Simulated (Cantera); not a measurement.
## Reactions in the system N-O-Zr

Cantera with NASA thermochemical tables; ideal gases at 1 bar, condensed phases pure. Values are per mole of reaction as written; species without (g) are pure solids or liquids, kept so even where they would boil at 1 bar. ZrN: taken at fixed stoichiometry.

ZrO2 + 4 NO(g) = 3 NO2(g) + ZrN

| T (K) | ΔH° (kJ) | ΔS° (J/K) | ΔG° (kJ) | log10 K | condensed phases |
|---|---|---|---|---|---|
| 1873 | 462.6 | -148.0 | 739.7 | -20.63 | ZrO2(tetragonal), ZrN(s) |
| 2023 | 464.6 | -146.9 | 761.8 | -19.67 | ZrO2(tetragonal), ZrN(s) |
| 2173 | 466.8 | -145.9 | 783.8 | -18.84 | ZrO2(tetragonal), ZrN(s) |
| 2323 | 469.3 | -144.8 | 805.6 | -18.11 | ZrO2(tetragonal), ZrN(s) |
| 2473 | 472.1 | -143.6 | 827.2 | -17.47 | ZrO2(tetragonal), ZrN(s) |
| 2623 | 475.1 | -142.4 | 848.7 | -16.90 | ZrO2(s), ZrN(s) |
